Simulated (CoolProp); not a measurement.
Vapour pressure (MPa) of cyclopropane: the reference equation beside estimates from Tc = 398.7 K, pc = 5.605 MPa, ω = 0.131. Clausius-Clapeyron is anchored at 316.9 K with a constant enthalpy of vaporisation of 15.68 kJ/mol.

Computed with CoolProp (reference Helmholtz-energy equation of state, Polt 1992). This equation is an older, rougher fit; its heat capacities, sound speeds and derivatives of the liquid may be far off and weren't checked against measurements.

```tsv
T (K)	reference	Lee-Kesler	Clausius-Clapeyron	Peng-Robinson
311.5	1.022	1.022	1.051	1.017
316.9	1.165	1.164	1.165	1.160
322.2	1.318	1.318	1.284	1.314
327.6	1.490	1.489	1.415	1.486
333	1.677	1.676	1.553	1.674
338.3	1.877	1.875	1.697	1.875
343.7	2.097	2.095	1.852	2.097
349	2.332	2.329	2.013	2.334
354.4	2.590	2.586	2.186	2.594
359.8	2.869	2.864	2.368	2.876
365.1	3.163	3.157	2.555	3.173
```

Absolute difference from the reference over all 11 rows, mean and median: Lee-Kesler 0.1 and 0.1 %, Clausius-Clapeyron 9.6 and 9.6 %, Peng-Robinson 0.2 and 0.2 %.
